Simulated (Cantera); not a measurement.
Mixture: 29.6 % H₂, 14.8 % O₂, 55.6 % N₂, equivalence ratio 1.0, at 5.00 bar, adiabatic and at constant pressure. Ignition delay is the time to a rise of 400 K.

Computed with Cantera and GRI-Mech 3.0 (53 species, 325 reactions). The hydrogen kinetics of GRI-Mech 3.0 are dated; newer H2 mechanisms differ, most at raised pressure.

Task: At T0 = 1400 K, what is the delay, and which 6 reactions control it most (d ln τ / d ln k, from doubling and halving each rate constant)?

Result: The delay is 4.07 µs.
```json
[
 {"reaction": "H + O2 <=> O + OH", "d ln τ / d ln k": "-0.77", "faster rate": "shortens it"},
 {"reaction": "H2 + O <=> H + OH", "d ln τ / d ln k": "-0.16", "faster rate": "shortens it"},
 {"reaction": "H2 + OH <=> H + H2O", "d ln τ / d ln k": "-0.09", "faster rate": "shortens it"},
 {"reaction": "H + O2 + N2 <=> HO2 + N2", "d ln τ / d ln k": "0.06", "faster rate": "lengthens it"},
 {"reaction": "H + O2 + M <=> HO2 + M", "d ln τ / d ln k": "0.06", "faster rate": "lengthens it"},
 {"reaction": "H + HO2 <=> H2 + O2", "d ln τ / d ln k": "-0.05", "faster rate": "shortens it"}
]
```
